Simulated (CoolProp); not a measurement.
R236FA along the isotherm 278 K: Z from the reference equation and from simpler models built on Tc = 398.1 K, pc = 31.91 bar, ω = 0.377; each cubic takes its own stable root.

The numbers come from the reference Helmholtz-energy equation of state, Pan 2012 in CoolProp.

```
p (bar)   phase  reference  van der Waals  Redlich-Kwong  Soave-Redlich-Kwong  Peng-Robinson
-------  ------  ---------  -------------  -------------  -------------------  -------------
6.14     liquid    0.02828         0.8456        0.03315              0.03125        0.02763
12.3     liquid    0.05657        0.09576        0.06611              0.06243        0.05522
18.4     liquid    0.08449         0.1421        0.09848              0.09315        0.08242
24.5     liquid     0.1123         0.1879         0.1306               0.1237         0.1095
30.7     liquid     0.1405         0.2339         0.1630               0.1546         0.1369
36.8     liquid     0.1682         0.2786         0.1946               0.1849         0.1638
43       liquid     0.1962         0.3237         0.2265               0.2156         0.1910
49.1     liquid     0.2238         0.3676         0.2578               0.2456         0.2177
55.2     liquid     0.2512         0.4111         0.2888               0.2755         0.2442
61.4     liquid     0.2790         0.4551         0.3202               0.3057         0.2711
67.5     liquid     0.3063         0.4980         0.3508               0.3354         0.2975
73.6     liquid     0.3335         0.5406         0.3814               0.3649         0.3238
79.8     liquid     0.3611         0.5837         0.4122               0.3949         0.3505
```

At some of these states van der Waals gives the other phase, because its saturation line lies elsewhere.
